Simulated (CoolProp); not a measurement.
Fluorine at 293.15 K and 0.114 MPa is throttled through a valve to 0.0348 MPa with no heat exchange. Each further row changes one setting.

Model: reference Helmholtz-energy equation of state, de Reuck 1990, in CoolProp.

| case | temperature change (K) | final density (kg/m³) |
|---|---|---|
| as stated | -0.2 | 0.543 |
| outlet pressure 0.0104 MPa | -0.2 | 0.162 |
| outlet pressure 0.0452 MPa | -0.1 | 0.705 |
